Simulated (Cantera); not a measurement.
Input: 1 mol PbO, 1 mol CO, 20 mol H2, at 41.0 Pa.

Equilibrium computed with Cantera from the NASA thermochemical tables; the gas is ideal and each condensed phase is pure. Candidate condensed phases: C, C6H6, C7H8, C8H18, H2O, Pb, PbO, PbO2, Pb3O4; 113 gas species. Kinetics and transport are ignored.

Question: Which condensed phases are stable at each of these points (T (K)): 700, 800, 900, 1000, 1100, 1200, 1300, 1400, 1500, 1600?

Answer: 
```csv
T (K),condensed phases,Pb condensed (%)
700,Pb(l),100.0
800,Pb(l),99.7
900,Pb(l),93.0
1000,Pb(l),13.6
1100,gas only,0.0
1200,gas only,0.0
1300,gas only,0.0
1400,gas only,0.0
1500,gas only,0.0
1600,gas only,0.0
```

From 700 K to 1000 K the condensed part is Pb(l). From 1100 K to 1600 K nothing is condensed.
